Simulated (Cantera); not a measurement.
**Equilibrium for thermal oxidation and active oxidation of silicon: Si + CO₂ + H₂**

Charge: 1 mol Si, 0.73 mol CO₂, 1.4 mol H₂, held at 0.190 bar.

Method: chemical equilibrium by Gibbs-energy minimisation in Cantera with the NASA 1993 tables (ideal gas, pure condensed phases). Candidate condensed phases: C, C₆H₆, C₇H₈, C₈H₁₈, H₂O, Si, SiC, SiO₂; 123 gas species. Mutual solubility and eutectic melting of coexisting phases are not modelled. The tables hold silica as quartz up to 1696 K and as liquid above; real silica turns to tridymite and cristobalite and melts near 1996 K. Rates play no part.

From 950 °C to 1250 °C the condensed part is C(graphite) + SiC(s) + SiO₂(β-quartz). From 1300 °C to 1350 °C the condensed part is SiC(s) + SiO₂(β-quartz). The main Si-bearing gas is SiO throughout.

```json
[
 {"T (°C)": "950", "x H₂": "0.997", "x CO": "0.000506", "x SiO": "2.38e-7", "x CH₄": "0.00252", "x H": "6.89e-7", "n C(graphite)": "0.455", "n SiC(s)": "0.270", "n SiO₂(β-quartz)": "0.730"},
 {"T (°C)": "1000", "x H₂": "0.997", "x CO": "0.00162", "x SiO": "1.03e-6", "x CH₄": "0.00177", "x H": "1.63e-6", "n C(graphite)": "0.454", "n SiC(s)": "0.271", "n SiO₂(β-quartz)": "0.729"},
 {"T (°C)": "1050", "x H₂": "0.994", "x CO": "0.00476", "x SiO": "4.02e-6", "x CH₄": "0.00128", "x H": "3.63e-6", "n C(graphite)": "0.448", "n SiC(s)": "0.273", "n SiO₂(β-quartz)": "0.727"},
 {"T (°C)": "1100", "x H₂": "0.986", "x CO": "0.0129", "x SiO": "1.41e-5", "x CH₄": "0.000930", "x H": "7.59e-6", "n C(graphite)": "0.431", "n SiC(s)": "0.279", "n SiO₂(β-quartz)": "0.721"},
 {"T (°C)": "1150", "x H₂": "0.967", "x CO": "0.0324", "x SiO": "4.52e-5", "x CH₄": "0.000676", "x H": "1.50e-5", "n C(graphite)": "0.389", "n SiC(s)": "0.293", "n SiO₂(β-quartz)": "0.707"},
 {"T (°C)": "1200", "x H₂": "0.923", "x CO": "0.0765", "x SiO": "0.000134", "x CH₄": "0.000475", "x H": "2.79e-5", "n C(graphite)": "0.285", "n SiC(s)": "0.328", "n SiO₂(β-quartz)": "0.672"},
 {"T (°C)": "1250", "x H₂": "0.829", "x CO": "0.171", "x SiO": "0.000367", "x CH₄": "0.000300", "x H": "4.83e-5", "n C(graphite)": "0.0280", "n SiC(s)": "0.414", "n SiO₂(β-quartz)": "0.586"},
 {"T (°C)": "1300", "x H₂": "0.819", "x CO": "0.180", "x SiO": "0.00119", "x CH₄": "0.000147", "x H": "8.44e-5", "n C(graphite)": "0", "n SiC(s)": "0.423", "n SiO₂(β-quartz)": "0.575"},
 {"T (°C)": "1350", "x H₂": "0.816", "x CO": "0.180", "x SiO": "0.00365", "x CH₄": "7.40e-5", "x H": "0.000143", "n C(graphite)": "0", "n SiC(s)": "0.421", "n SiO₂(β-quartz)": "0.573"}
]
```
x: gas mole fraction; n: condensed amount in mol.
